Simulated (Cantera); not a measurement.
A closed system holds: 1 mol CCl4, 0.034 mol H2, held at 1098 K and 110 Pa.

Cantera equilibrium calculation (NASA polynomials, part measured and part estimated; ideal gas, pure solids and liquids). Candidate condensed phases: C, C6H6, C7H8, C8H18; 91 gas species. The numbers say what is thermodynamically allowed, not how fast it happens.

**Question.** What is the equilibrium state?

**Answer.** 
| Item | Value |
|---|---|
| x(Cl2) | 0.924 |
| x(Cl) | 0.0429 |
| x(HCl) | 0.0327 |
| x(CCl4) | 2.47e-6 |
| n(C(graphite)) | 1.000 mol |
| gas amount | 2.079 mol |
